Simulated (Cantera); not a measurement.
Input: 1 mol B₂H₆, 0.45 mol H₂O, 3 mol N₂, at 1148.15 K and 10.0 mbar.

Cantera equilibrium calculation (NASA polynomials, part measured and part estimated; ideal gas, pure solids and liquids). Candidate condensed phases: B, BN, B₂O₃, B₃O₃H₃, H₂O; 39 gas species. The feed counts by its element totals alone. N₂ is the only nitrogen source here; it is nearly inert below about 1500 K, so the nitride shown seldom forms there in practice. Mutual solubility and eutectic melting of coexisting phases are not modelled. Rates play no part.

Task: What is the equilibrium state?

Result: 
```json
{
  "x(H₂)": "0.615",
  "x(N₂)": "0.384",
  "x(H₂O)": "0.000879",
  "x(HBO₂)": "0.000114",
  "x(HBO)": "2.48e-6",
  "n(BN(s))": "1.70 mol",
  "n(B₂O₃(l))": "0.148 mol",
  "gas_amount": "5.599 mol",
  "log10 activity of B(s) (absent)": "-5.59",
  "log10 activity of B₃O₃H₃(s) (absent)": "-14.92"
}
```
